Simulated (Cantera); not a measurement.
A perfectly stirred reactor is fed with 37.0 % C2H6, 63.0 % N2, at 1330 Pa; it is held at 1275 K, and followed from long to short residence time.

Cantera simulation using GRI-Mech 3.0 (53 species, 325 reactions); the numbers are that mechanism's predictions, not measurements. GRI-Mech 3.0 stops at C3 and has no aromatics, soot or wall deposition, so with more carbon than oxygen in the feed, carbon stays in small species such as C2H2 where larger ones or solid carbon would form. Radical loss at walls, strong at low pressure, is not modelled.

Q: Predict: x(C2H6) at τ = 2.40 s; x(C2H2) at τ = 2.40 s; x(CH2) at τ = 2.40 s; x(CH3) at τ = 2.40 s; x(C2H6) at τ = 49.0 ms; x(C2H2) at τ = 49.0 ms; x(CH2) at τ = 49.0 ms; x(CH3) at τ = 49.0 ms.

A: 
```
Property                  Result
----------------------  --------
x(C2H6) at τ = 2.40 s    0.00531
x(C2H2) at τ = 2.40 s      0.145
x(CH2) at τ = 2.40 s     1.16e-8
x(CH3) at τ = 2.40 s    0.000197
x(C2H6) at τ = 49.0 ms     0.148
x(C2H2) at τ = 49.0 ms    0.0152
x(CH2) at τ = 49.0 ms    1.06e-7
x(CH3) at τ = 49.0 ms   0.000983
```
